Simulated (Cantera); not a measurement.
**NO annealing gas**

An isothermal, constant-pressure homogeneous reactor starts with 9.09 % NO, 90.9 % N2, at 1800 K and 1.20 bar.

Detailed kinetics in Cantera: GRI-Mech 3.0 (53 species, 325 reactions).

```json
[
 {"t (s)": "0.000200", "x NO": "0.0909", "x O2": "1.47e-9", "x N2": "0.909", "x N2O": "4.31e-7", "x O": "1.89e-7", "x NO2": "2.98e-7"},
 {"t (s)": "0.000773", "x NO": "0.0909", "x O2": "1.95e-8", "x N2": "0.909", "x N2O": "1.40e-6", "x O": "4.99e-7", "x NO2": "1.64e-6"},
 {"t (s)": "0.00299", "x NO": "0.0909", "x O2": "6.31e-7", "x N2": "0.909", "x N2O": "3.05e-6", "x O": "1.82e-6", "x NO2": "7.90e-6"},
 {"t (s)": "0.0116", "x NO": "0.0908", "x O2": "1.58e-5", "x N2": "0.909", "x N2O": "3.56e-6", "x O": "3.75e-6", "x NO2": "1.75e-5"},
 {"t (s)": "0.0447", "x NO": "0.0907", "x O2": "9.81e-5", "x N2": "0.909", "x N2O": "3.55e-6", "x O": "3.96e-6", "x NO2": "1.85e-5"},
 {"t (s)": "0.173", "x NO": "0.0900", "x O2": "0.000417", "x N2": "0.910", "x N2O": "3.50e-6", "x O": "4.43e-6", "x NO2": "2.07e-5"},
 {"t (s)": "0.669", "x NO": "0.0876", "x O2": "0.00164", "x N2": "0.911", "x N2O": "3.32e-6", "x O": "5.89e-6", "x NO2": "2.70e-5"},
 {"t (s)": "2.59", "x NO": "0.0787", "x O2": "0.00606", "x N2": "0.915", "x N2O": "2.70e-6", "x O": "9.42e-6", "x NO2": "3.92e-5"},
 {"t (s)": "10.0", "x NO": "0.0537", "x O2": "0.0186", "x N2": "0.928", "x N2O": "1.31e-6", "x O": "1.55e-5", "x NO2": "4.44e-5"}
]
```
x: mole fraction; the columns are a selection and need not sum to one.

Equilibrium at this temperature and pressure: NO 0.00211, O2 0.0444, N2 0.953, N2O 1.46e-7, O 2.35e-5, NO2 2.66e-6 (gas phase only).
